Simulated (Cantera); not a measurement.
What does this Cantera script print?

```python
import numpy as np
import cantera as ct

gas_names = """
    B BH BH2 BH3 BN B2 H H2 N NH NH2 NH3 N2 N2H2 N2H4
""".split()
cond_names = """
    B(b) B(L) BN(s)
""".split()


# ... load() reads the species with a 1 bar reference pressure and builds the phases ...
atoms = {
    'B2H6': {'B': 2, 'H': 6},
    'N2': {'N': 2},
}
top_T = {'BN(s)': 3200}  # K; cautious upper limits of use, not melting points


# ... equilibrate(T, P, feed) seeds the gas with the atoms and calls Mixture.equilibrate('TP', solver="vcs", rtol=1e-11, max_steps=5000) ...
results = []
P = 200  # Pa
for T in [973, 1123, 1273, 1423, 1573, 1723, 1873, 2023, 2173]:
    for m in [1.2, 1.4, 1.7, 2.1, 2.5, 3, 3.6, 4.3, 5.2, 6.3, 7.5]:
        feed = {'B2H6': 1, 'N2': m}  # mol
        mix = equilibrate(T, P, feed)
        results.append((T, P, feed, dict(zip(mix.species_names, mix.species_moles))))

for T, P, feed, n in results:
    print(f"{T:7g} {feed['N2']:10.4g}  " + (" + ".join(c for c in cond_names if n.get(c, 0) > 1e-12) or "gas only"))
```

Result:

```
    973        1.2  BN(s)
    973        1.4  BN(s)
    973        1.7  BN(s)
    973        2.1  BN(s)
    973        2.5  BN(s)
    973          3  BN(s)
    973        3.6  BN(s)
    973        4.3  BN(s)
    973        5.2  BN(s)
    973        6.3  BN(s)
    973        7.5  BN(s)
   1123        1.2  BN(s)
   1123        1.4  BN(s)
   1123        1.7  BN(s)
   1123        2.1  BN(s)
   1123        2.5  BN(s)
   1123          3  BN(s)
   1123        3.6  BN(s)
   1123        4.3  BN(s)
   1123        5.2  BN(s)
   1123        6.3  BN(s)
   1123        7.5  BN(s)
   1273        1.2  BN(s)
   1273        1.4  BN(s)
   1273        1.7  BN(s)
   1273        2.1  BN(s)
   1273        2.5  BN(s)
   1273          3  BN(s)
   1273        3.6  BN(s)
   1273        4.3  BN(s)
   1273        5.2  BN(s)
   1273        6.3  BN(s)
   1273        7.5  BN(s)
   1423        1.2  BN(s)
   1423        1.4  BN(s)
   1423        1.7  BN(s)
   1423        2.1  BN(s)
   1423        2.5  BN(s)
   1423          3  BN(s)
   1423        3.6  BN(s)
   1423        4.3  BN(s)
   1423        5.2  BN(s)
   1423        6.3  BN(s)
   1423        7.5  BN(s)
   1573        1.2  BN(s)
   1573        1.4  BN(s)
   1573        1.7  BN(s)
   1573        2.1  BN(s)
   1573        2.5  BN(s)
   1573          3  BN(s)
   1573        3.6  BN(s)
   1573        4.3  BN(s)
   1573        5.2  BN(s)
   1573        6.3  BN(s)
   1573        7.5  BN(s)
   1723        1.2  BN(s)
   1723        1.4  BN(s)
   1723        1.7  BN(s)
   1723        2.1  BN(s)
   1723        2.5  BN(s)
   1723          3  BN(s)
   1723        3.6  BN(s)
   1723        4.3  BN(s)
   1723        5.2  BN(s)
   1723        6.3  BN(s)
   1723        7.5  BN(s)
   1873        1.2  BN(s)
   1873        1.4  BN(s)
   1873        1.7  BN(s)
   1873        2.1  BN(s)
   1873        2.5  BN(s)
   1873          3  BN(s)
   1873        3.6  BN(s)
   1873        4.3  BN(s)
   1873        5.2  BN(s)
   1873        6.3  BN(s)
   1873        7.5  BN(s)
   2023        1.2  B(b) + BN(s)
   2023        1.4  BN(s)
   2023        1.7  BN(s)
   2023        2.1  BN(s)
   2023        2.5  BN(s)
   2023          3  BN(s)
   2023        3.6  BN(s)
   2023        4.3  BN(s)
   2023        5.2  BN(s)
   2023        6.3  BN(s)
   2023        7.5  BN(s)
   2173        1.2  B(b)
   2173        1.4  B(b)
   2173        1.7  B(b)
   2173        2.1  B(b)
   2173        2.5  B(b)
   2173          3  B(b)
   2173        3.6  B(b)
   2173        4.3  B(b)
   2173        5.2  B(b)
   2173        6.3  B(b) + BN(s)
   2173        7.5  BN(s)
```

Cantera equilibrium calculation (NASA polynomials, part measured and part estimated; ideal gas, pure solids and liquids). The feed counts by its element totals alone. N2 is the only nitrogen source here; it is nearly inert below about 1500 K, so the nitride shown seldom forms there in practice. Mutual solubility and eutectic melting of coexisting phases are not modelled.
